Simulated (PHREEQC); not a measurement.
## Silver or lead bath: speciation

Solution (20 °C): 0.0002 mol/kgw Ag2SO4 and 0.53 mol/kgw Na2SO4. Closed to the air; pH follows from the charge balance.

The numbers come from PHREEQC with the ion-association model, wateq4f.dat.

No solid was allowed to form.

Predict the pH, activity of water, ionic strength.

pH 7.41; activity of water 0.977; ionic strength 1.16 mol/kgw.

In which forms is Na present?

Na+ 80 %, NaSO4- 20 % of the Na.

Caution: at this ionic strength the ion-association model is outside its range; a Pitzer model would be the better tool where its parameters exist. Species that the database lacks are ignored.
